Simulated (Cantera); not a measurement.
What does this Cantera script print?

```python
import numpy as np
import cantera as ct

gas_names = """
    H H2 N NH NH2 NH3 N2 N2H2 N2H4 V VN
""".split()
cond_names = """
    V(cr) V(L) VN(s)
""".split()


def load(file, names, dense=False):
    # The tables refer to 1 bar. Condensed volumes are neglected.
    table = {s.name: s for s in ct.Species.list_from_file(file)}
    out = []
    for n in names:
        d = dict(table[n].input_data)
        d["thermo"] = dict(d["thermo"], **{"reference-pressure": 1e5})
        if dense:
            d["equation-of-state"] = {"model": "constant-volume", "density": "1e6 g/cm^3"}
        out.append(ct.Species.from_dict(d))
    return out


gas = ct.Solution(thermo="ideal-gas", species=load("nasa_gas.yaml", gas_names))
cond = {s.name: ct.Solution(thermo="fixed-stoichiometry", species=[s], name=s.name)
        for s in load("nasa_condensed.yaml", cond_names, dense=True)}
atoms = {
    'V': {'V': 1},
    'NH3': {'N': 1, 'H': 3},
}
top_T = {'VN(s)': 2300}  # K; cautious upper limits of use, not melting points


def equilibrate(T, P, feed):
    n = {}
    for name, mol in feed.items():
        for a, k in atoms[name].items():
            n[a] = n.get(a, 0.0) + k * mol
    gas.TPX = T, P, n
    mass = sum(n.values()) * gas.mean_molecular_weight
    gas.equilibrate("TP")
    valid = [c for c in cond.values() if c.min_temp <= T <= top_T.get(c.name, c.max_temp)]
    mix = ct.Mixture([(gas, mass / gas.mean_molecular_weight)] + [(c, 0.0) for c in valid])
    mix.T, mix.P = T, P
    mix.equilibrate("TP", solver="vcs", rtol=1e-11, max_steps=5000)
    return mix


results = []
feed = {'V': 1, 'NH3': 16}  # mol
T = 2048  # K
P = 13332.2  # Pa
mix = equilibrate(T, P, feed)
results.append((T, P, feed, dict(zip(mix.species_names, mix.species_moles))))
print(gas.report(threshold=0.0001))
for i in range(1, mix.n_phases):
    print(f"{mix.phase(i).name:16s} {mix.phase_moles(i):12.5e} mol")
```

Output:

```
       temperature   2048 K
          pressure   13332 Pa
           density   0.0064083 kg/m^3
  mean mol. weight   8.1847 kg/kmol
   phase of matter   gas

                          1 kg             1 kmol
                     ---------------   ---------------
          enthalpy        6.8983e+06         5.646e+07  J
   internal energy        4.8178e+06        3.9432e+07  J
           entropy             27585        2.2578e+05  J/K
    Gibbs function       -4.9596e+07       -4.0593e+08  J
 heat capacity c_p            4239.1             34696  J/K
 heat capacity c_v            3223.2             26381  J/K

                      mass frac. Y      mole frac. X     chem. pot. / RT
                     ---------------   ---------------   ---------------
                 H        0.00065722         0.0053365           -10.925
                H2           0.18651           0.75719           -21.849
                N2           0.81276           0.23746           -30.474
     [   +8 minor]         7.458e-05        1.2529e-05

V(cr)             0.00000e+00 mol
VN(s)             9.99630e-01 mol
```

Cantera equilibrium calculation (NASA polynomials, part measured and part estimated; ideal gas, pure solids and liquids). VN: taken at fixed stoichiometry. Condensed phases not in the tables: V2N.
